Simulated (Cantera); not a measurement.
Predominance diagram of Mg at 800 K against the partial pressures of O₂ and Br₂ (log10, bar). Cantera with NASA thermochemical tables; ideal gases at 1 bar, condensed phases pure. Candidates: Mg(s), MgBr₂(s), MgO(s). Only these pure phases compete in this equilibrium. Not in the tables: oxide halides.

```
log p(Br₂) \ log p(O₂)
        columns: -33, -30.9, -28.9, -26.8, -24.8, -22.7, -20.6, -18.6, -16.5, -14.4, -12.4, -10.3, -8.2, -6.2, -4.1, -2.1, 0
      0  A A A A A A A A A A A B B B B B B
     -2  A A A A A A A A A B B B B B B B B
     -4  A A A A A A A B B B B B B B B B B
     -6  A A A A A B B B B B B B B B B B B
     -8  A A A B B B B B B B B B B B B B B
    -10  A B B B B B B B B B B B B B B B B
    -12  B B B B B B B B B B B B B B B B B
    -14  B B B B B B B B B B B B B B B B B
    -16  B B B B B B B B B B B B B B B B B
```

A: MgBr₂(s); B: MgO(s).
